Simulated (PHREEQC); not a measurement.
Dissolve 0.069 mol CuSO4, 0.0054 mol HCl and 0.0043 mol KCl per kg of water at 25 °C. Closed to the air; pH follows from the charge balance.

Equilibrium calculation in PHREEQC: ion-association model, wateq4f.dat.

**Question.** The ionic strength comes out as 0.158 mol/kgw. What activity coefficients do Cu+2, KSO4-, H+, HSO4-, SO4-2 get?

**Answer.** Cu+2 0.35, KSO4- 0.76, H+ 0.81, HSO4- 0.74, SO4-2 0.32.

No solid was allowed to form. Species that the database lacks are ignored.
